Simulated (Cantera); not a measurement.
Feed: 1 mol CCl₄, 0.052 mol F₂, 12 mol H₂, at 10.0 mbar.

Method: chemical equilibrium by Gibbs-energy minimisation in Cantera with the NASA 1993 tables (ideal gas, pure condensed phases). Candidate condensed phases: C, C₆H₆, C₇H₈, C₈H₁₈; 135 gas species. Ions and electrons are included (thermal ionisation). Rates play no part.

Task: Which condensed phases are stable at each of these points (T (K)): 2500, 2750, 3000, 3250, 3500, 3750, 4000, 4250, 4500, 4750, 5000?

Result: 
```json
[
 {"T (K)": "2500", "condensed phases": "C(graphite)", "C condensed (%)": "80.0"},
 {"T (K)": "2750", "condensed phases": "C(graphite)", "C condensed (%)": "44.6"},
 {"T (K)": "3000", "condensed phases": "gas only", "C condensed (%)": "0.0"},
 {"T (K)": "3250", "condensed phases": "gas only", "C condensed (%)": "0.0"},
 {"T (K)": "3500", "condensed phases": "gas only", "C condensed (%)": "0.0"},
 {"T (K)": "3750", "condensed phases": "gas only", "C condensed (%)": "0.0"},
 {"T (K)": "4000", "condensed phases": "gas only", "C condensed (%)": "0.0"},
 {"T (K)": "4250", "condensed phases": "gas only", "C condensed (%)": "0.0"},
 {"T (K)": "4500", "condensed phases": "gas only", "C condensed (%)": "0.0"},
 {"T (K)": "4750", "condensed phases": "gas only", "C condensed (%)": "0.0"},
 {"T (K)": "5000", "condensed phases": "gas only", "C condensed (%)": "0.0"}
]
```

From 2500 K to 2750 K the condensed part is C(graphite). From 3000 K to 5000 K nothing is condensed.
